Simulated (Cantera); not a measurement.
Input: 1 mol Ti(OiPr)4, 11 mol NH3, 34 mol H2, at 34.0 mbar.

Equilibrium computed with Cantera from the NASA thermochemical tables; the gas is ideal and each condensed phase is pure. Candidate condensed phases: C, C6H6, C7H8, C8H18, H2O, Ti, TiC, TiN, TiO, TiO2, Ti2O3, Ti3O5, Ti4O7; 139 gas species. The feed counts by its element totals alone. TiC: taken at fixed stoichiometry. Rates play no part.

Question: At 1875 K, list the 4 most abundant gas species with their mole fractions, and the condensed phases.

Answer: H2 0.867, N2 0.0731, CO 0.0540, H 0.00331. Condensed: C(graphite) + TiC(s).
